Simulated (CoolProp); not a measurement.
Properties of methane along the isobar 4.98 MPa.

Values from CoolProp's reference Helmholtz-energy equation of state, Setzmann 1991.

| T (K) | phase | Joule-Thomson coefficient (K/MPa) | expansivity (1/kK) | viscosity (µPa s) | Prandtl number |
|---|---|---|---|---|---|
| 134.3 | liquid | -0.3233 | 4.036 | 79.9 | 1.82 |
| 154.2 | liquid | -0.1188 | 5.405 | 57.4 | 1.72 |
| 174.1 | liquid | 0.4046 | 9.205 | 40.1 | 1.86 |
| 194 | supercritical | 7.977 | 179.3 | 13.4 | 6.34 |
| 213.9 | supercritical | 8.039 | 14.45 | 10.3 | 1.23 |
| 233.8 | supercritical | 6.677 | 8.908 | 10.5 | 0.995 |
| 253.7 | supercritical | 5.629 | 6.717 | 10.9 | 0.904 |
| 273.6 | supercritical | 4.804 | 5.501 | 11.4 | 0.854 |
| 293.5 | supercritical | 4.137 | 4.712 | 12.0 | 0.824 |
| 313.4 | supercritical | 3.584 | 4.151 | 12.5 | 0.803 |
| 333.3 | supercritical | 3.121 | 3.728 | 13.1 | 0.788 |
| 353.2 | supercritical | 2.727 | 3.395 | 13.7 | 0.777 |
| 373.1 | supercritical | 2.391 | 3.125 | 14.2 | 0.768 |
| 393 | supercritical | 2.102 | 2.900 | 14.7 | 0.762 |

Viscosity comes from a separate model (Quiñones-Cisneros 2006). Thermal conductivity comes from a separate model (Friend 1989).
